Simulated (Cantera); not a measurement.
A perfectly stirred reactor is fed with 5.92 % CH4, 2.55 % CO, 19.3 % O2, 72.2 % N2, at 7500 Torr; it is adiabatic with a 650 K inlet, and is followed from long to short residence time, starting on the burning branch (τ in s: 0.081, 0.037, 0.017, 0.008, 0.0037, 0.0017, 0.0008, 0.00037, 0.00017, 8e-05, 3.7e-05).

Detailed kinetics in Cantera: GRI-Mech 3.0 (53 species, 325 reactions).

### Question
Predict: blow-out, bracketed by the residence times tried; x(CH4) at τ = 81.0 ms; x(CO) at τ = 81.0 ms; x(O2) at τ = 81.0 ms; x(O) at τ = 81.0 ms; x(H2) at τ = 81.0 ms; x(CH4) at τ = 1.70 ms; x(CO) at τ = 1.70 ms; x(O2) at τ = 1.70 ms; x(O) at τ = 1.70 ms; x(H2) at τ = 1.70 ms.

### Answer
| Item | Result |
|---|---|
| blow-out, bracketed by the residence times tried | burning at 37.0 µs, the shortest tried |
| x(CH4) at τ = 81.0 ms | 8.82e-7 |
| x(CO) at τ = 81.0 ms | 0.000382 |
| x(O2) at τ = 81.0 ms | 0.0618 |
| x(O) at τ = 81.0 ms | 0.000122 |
| x(H2) at τ = 81.0 ms | 0.000102 |
| x(CH4) at τ = 1.70 ms | 2.84e-5 |
| x(CO) at τ = 1.70 ms | 0.00153 |
| x(O2) at τ = 1.70 ms | 0.0628 |
| x(O) at τ = 1.70 ms | 0.000239 |
| x(H2) at τ = 1.70 ms | 0.000247 |
